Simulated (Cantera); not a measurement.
Charge: 1 mol Fe2O3, 360 mol H2, at 1773 K and 0.320 bar.

Method: chemical equilibrium by Gibbs-energy minimisation in Cantera with the NASA 1993 tables (ideal gas, pure condensed phases). Candidate condensed phases: Fe, FeO, Fe(OH)2, Fe(OH)3, Fe2O3, Fe3O4, H2O; 12 gas species. Kinetics and transport are ignored.

Base state: H2 0.991, H2O 0.00833, H 0.000501, Fe 6.18e-5 (mole fractions); condensed: Fe(δ).

What changes in the equilibrium state with this change: pressure from 0.320 bar to 15.0 mbar?


```
species       before    after
----------  --------  -------
H2             0.991    0.988
H2O          0.00833  0.00831
H           0.000501  0.00231
Fe           6.18e-5  0.00132
Fe(δ), mol      1.98     1.52
```

What changes in the equilibrium state with this change: pressure from 0.320 bar to 10.0 mbar?


| species | before | after |
|---|---|---|
| H2 | 0.991 | 0.987 |
| H2O | 0.00833 | 0.00830 |
| H | 0.000501 | 0.00283 |
| Fe | 6.18e-5 | 0.00198 |
| Fe(δ), mol | 1.98 | 1.29 |

What changes in the equilibrium state with this change: Fe2O3 replaced by Al2O3?


```json
[
 {"species": "H2", "before": "0.991", "after": "0.999"},
 {"species": "H", "before": "0.000501", "after": "0.000503"},
 {"species": "H2O", "before": "0.00833", "after": "1.45e-5"},
 {"species": "Fe", "before": "6.18e-5", "after": "0"},
 {"species": "Fe(δ), mol", "before": "1.98", "after": "0"},
 {"species": "Al2O3(s), mol", "before": "0", "after": "0.998"}
]
```
Further candidate phases: Al, Al2O3.
